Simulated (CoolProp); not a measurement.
A Linde-Hampson liquefier for dry air: isothermal reversible compression at 250 K from 1 atm to 30 MPa, throttling to 1 atm, return gas leaving the recuperator 10 K below the feed. Each further row changes one setting.

The numbers come from the reference Helmholtz-energy equation of state, Lemmon 2000 in CoolProp. It is a pseudo-pure fit of the blend.

| case | liquid yield per pass | compression work (kJ/kg of gas) |
|---|---|---|
| as stated | 0.142 | 401 |
| high pressure 60 MPa | 0.138 | 463 |
| warm-end temperature 280 K | 0.099 | 455 |
| warm-end gap 15 K | 0.130 | 401 |
